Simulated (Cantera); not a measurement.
An adiabatic, constant-pressure homogeneous reactor starts with C3H8 : O2 : N2 = 1 : 4.17 : 15.7 (molar parts), equivalence ratio 1.2, at 1625 K and 4.93 atm. Integrator tolerance rtol = 1e-08.

Detailed kinetics in Cantera: GRI-Mech 3.0 (53 species, 325 reactions). GRI-Mech 3.0 was tuned for natural gas; its chemistry of propane as a main component is partial and can be far from experiment.

Q: What does this change do: pressure from 4.93 atm to 16.8 atm?

A: 
```
quantity                                                            before                                    after
---------------------------------  ---------------------------------------  ---------------------------------------
time of steepest temperature rise                                  10.6 µs                                  4.88 µs
temperature at 10.0 s                                               2954 K                                   3043 K
equilibrium temperature                                             2954 K                                   3043 K
x(C3H8) at 10.0 s                    <1e-12 (gas-phase equilibrium <1e-12)    <1e-12 (gas-phase equilibrium <1e-12)
x(O2) at 10.0 s                    0.00774 (gas-phase equilibrium 0.00774)  0.00552 (gas-phase equilibrium 0.00552)
x(NO) at 10.0 s                    0.00800 (gas-phase equilibrium 0.00800)  0.00756 (gas-phase equilibrium 0.00756)
x(O) at 10.0 s                     0.00382 (gas-phase equilibrium 0.00382)  0.00238 (gas-phase equilibrium 0.00238)
x(CH4) at 10.0 s                     <1e-12 (gas-phase equilibrium <1e-12)  <1e-12 (gas-phase equilibrium 1.19e-12)
x(C2H2) at 10.0 s                    <1e-12 (gas-phase equilibrium <1e-12)    <1e-12 (gas-phase equilibrium <1e-12)
x(C2H) at 10.0 s                     <1e-12 (gas-phase equilibrium <1e-12)    <1e-12 (gas-phase equilibrium <1e-12)
```
The pressure lies above the range GRI-Mech 3.0 was tuned for (to about 10 atm). Above 3000 K some thermodynamic fits are extrapolated.

Q: What does this change do: 0.63 parts H2 added?

A: 
| quantity | before | after |
|---|---|---|
| time of steepest temperature rise | 10.6 µs | 9.86 µs |
| temperature at 10.0 s | 2954 K | 2961 K |
| equilibrium temperature | 2954 K | 2961 K |
| x(C3H8) at 10.0 s | <1e-12 (gas-phase equilibrium <1e-12) | <1e-12 (gas-phase equilibrium <1e-12) |
| x(O2) at 10.0 s | 0.00774 (gas-phase equilibrium 0.00774) | 0.00500 (gas-phase equilibrium 0.00500) |
| x(NO) at 10.0 s | 0.00800 (gas-phase equilibrium 0.00800) | 0.00642 (gas-phase equilibrium 0.00642) |
| x(O) at 10.0 s | 0.00382 (gas-phase equilibrium 0.00382) | 0.00315 (gas-phase equilibrium 0.00315) |
| x(CH4) at 10.0 s | <1e-12 (gas-phase equilibrium <1e-12) | <1e-12 (gas-phase equilibrium <1e-12) |
| x(C2H2) at 10.0 s | <1e-12 (gas-phase equilibrium <1e-12) | <1e-12 (gas-phase equilibrium <1e-12) |
| x(C2H) at 10.0 s | <1e-12 (gas-phase equilibrium <1e-12) | <1e-12 (gas-phase equilibrium <1e-12) |
